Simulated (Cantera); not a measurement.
Source: NASA polynomial tables (part measured, part estimated), evaluated in Cantera. Values are per mole of reaction as written; species without (g) are pure solids or liquids, kept so even where they would boil at 1 bar.

Q: Between 423 and 773 K, where is each reaction favourable under standard conditions?
- FeS₂ = 2 S + Fe

A: 
- FeS₂ = 2 S + Fe: ΔG° is 155 kJ at 423 K and 132 kJ at 773 K; it stays positive (K < 1). ΔH° is 188 kJ and ΔS° 73 J/K at 773 K.
